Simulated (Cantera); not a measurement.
A perfectly stirred reactor is fed with CH4 : CO2 = 1 : 1.3 (molar parts), at 255 Torr; it is held at 1725 K, and followed from long to short residence time.

Model: GRI-Mech 3.0 (53 species, 325 reactions), integrated in Cantera.

### Question
Predict: x(CH4) at τ = 0.370 s; x(CO2) at τ = 0.370 s; x(H2) at τ = 0.370 s; x(C2H4) at τ = 0.370 s; x(HCO) at τ = 0.370 s; x(CH4) at τ = 6.80 ms; x(CO2) at τ = 6.80 ms; x(H2) at τ = 6.80 ms; x(C2H4) at τ = 6.80 ms; x(HCO) at τ = 6.80 ms.

### Answer
```json
{
  "x(CH4) at τ = 0.370 s": "0.0370",
  "x(CO2) at τ = 0.370 s": "0.104",
  "x(H2) at τ = 0.370 s": "0.238",
  "x(C2H4) at τ = 0.370 s": "0.000511",
  "x(HCO) at τ = 0.370 s": "2.35e-8",
  "x(CH4) at τ = 6.80 ms": "0.270",
  "x(CO2) at τ = 6.80 ms": "0.466",
  "x(H2) at τ = 6.80 ms": "0.132",
  "x(C2H4) at τ = 6.80 ms": "0.00771",
  "x(HCO) at τ = 6.80 ms": "9.13e-8"
}
```
